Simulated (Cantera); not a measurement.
Input (Python, Cantera):

```python
import numpy as np
import cantera as ct

gas = ct.Solution("gri30.yaml")
gas.TPX = 1825, 9500, {'C2H6': 1, 'N2': 130, 'H2O': 1.8}
reactor = ct.IdealGasConstPressureReactor(gas, energy="off", clone=False)
net = ct.ReactorNet([reactor])
net.rtol, net.atol = 1e-08, 1e-18
show = ['C2H6', 'C2H', 'HCN', 'H2', 'H']
times = np.geomspace(2e-05, 200, 11)

steps = ct.SolutionArray(gas, extra=["t"])
rows = []
print(f"{'t/s':>10s}{'T/K':>9s}{'P/Pa':>11s}" + "".join(f"{s:>11s}" for s in show))
for t in times:
    while net.time < t:
        t_next = net.step()
        steps.append(gas.state, t=t_next)
    rows.append([np.interp(t, steps.t, y) for y in (steps.T, steps.P, *steps(*show).X.T)])
    print(f"{t:10.3e}{rows[-1][0]:9.1f}{rows[-1][1]:11.4g}" + "".join(f"{x:11.3e}" for x in rows[-1][2:]))
rate = np.gradient(steps.T, steps.t)
print("integrator steps:", len(steps.t))
if steps.T.max() > steps.T[0] + 200:
    print(f"time of steepest temperature rise: {steps.t[rate.argmax()]:.4e} s")
gas.TPX = 1825, 9500, {'C2H6': 1, 'N2': 130, 'H2O': 1.8}
gas.equilibrate("TP")
print(f"equilibrium (TP): T = {gas.T:.1f} K  " + "  ".join(f"{s} {gas[s].X[0]:.3e}" for s in show))
```

It prints:

```
       t/s      T/K       P/Pa       C2H6        C2H        HCN         H2          H
 2.000e-05   1825.0       9500  6.146e-03  1.697e-12  6.914e-10  2.540e-05  4.254e-05
 1.002e-04   1825.0       9500  1.737e-03  2.925e-07  5.044e-06  2.409e-03  7.776e-04
 5.024e-04   1825.0       9500  7.344e-06  2.534e-06  4.473e-05  1.146e-02  6.512e-04
 2.518e-03   1825.0       9500  4.915e-07  1.146e-06  6.128e-05  1.428e-02  2.614e-04
 1.262e-02   1825.0       9500  9.519e-08  6.360e-07  6.862e-05  1.513e-02  1.500e-04
 6.325e-02   1825.0       9500  3.948e-08  5.842e-07  8.003e-05  1.634e-02  1.529e-04
 3.170e-01   1825.0       9500  2.213e-08  4.614e-07  1.259e-04  1.998e-02  1.773e-04
 1.589e+00   1825.0       9500  6.765e-09  2.313e-07  2.495e-04  2.698e-02  2.124e-04
 7.962e+00   1825.0       9500  5.724e-10  7.828e-08  4.203e-04  3.260e-02  2.457e-04
 3.991e+01   1825.0       9500  8.973e-12  3.619e-08  5.382e-04  3.419e-02  2.631e-04
 2.000e+02   1825.0       9500  5.392e-14  3.416e-08  5.582e-04  3.427e-02  2.664e-04
integrator steps: 1766
equilibrium (TP): T = 1825.0 K  C2H6 1.341e-15  C2H 4.288e-10  HCN 1.452e-03  H2 3.427e-02  H 2.664e-04
```

Detailed kinetics in Cantera: GRI-Mech 3.0 (53 species, 325 reactions).
